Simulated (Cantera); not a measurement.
An isothermal plug-flow reactor at 1298 K and 2.17 atm (inlet), inlet velocity 0.24 m/s, active area per volume 380 1/m; feed CH4 : O2 : N2 : H2O = 0.0021 : 0.17 : 0.79 : 0.013 (molar parts), equivalence ratio 0.025.

Detailed kinetics in Cantera: Deutschmann's 1995 Pt surface mechanism with GRI-Mech 3.0 gas chemistry. Catalytic surfaces can have several steady states; this one follows from the mechanism file's or the stated starting coverage. Mass transfer to the wall is taken as infinitely fast.

x: gas mole fraction; θ: surface coverage.

```
z (m)       x CH4   x O2   x H2O     x CO2     x CO  θ free Pt   θ O*    θ OH*
-------  --------  -----  ------  --------  -------  ---------  -----  -------
6.1e-05   0.00202  0.174  0.0135   9.12e-5  3.87e-6      0.424  0.574  0.00170
0.0001    0.00193  0.174  0.0137         …        …      0.424  0.574  0.00171
0.00017   0.00176  0.174  0.0140  0.000266  6.66e-6      0.425  0.574  0.00173
0.00028   0.00149  0.173  0.0144  0.000463  1.03e-5      0.425  0.574  0.00175
0.00047         …  0.172  0.0152         …        …      0.425  0.573  0.00180
0.00079  0.000656  0.172  0.0161   0.00130  8.07e-6      0.425  0.573  0.00185
0.0013   0.000306  0.171  0.0169   0.00172  3.84e-6      0.425  0.573  0.00189
0.0022    8.39e-5  0.170  0.0174   0.00201  1.19e-6      0.425  0.573  0.00192
0.0036    1.13e-5  0.170  0.0176   0.00212  2.37e-7      0.426  0.573  0.00193
0.0061    3.07e-7  0.170  0.0176   0.00214  2.99e-8      0.426  0.573  0.00194
```

Question: Complete the blanks.

Answer: 
- 0.0001, x CO2: 0.000152
- 0.0001, x CO: 4.69e-6
- 0.00047, x CH4: 0.00109
- 0.00047, x CO2: 0.000824
- 0.00047, x CO: 1.20e-5
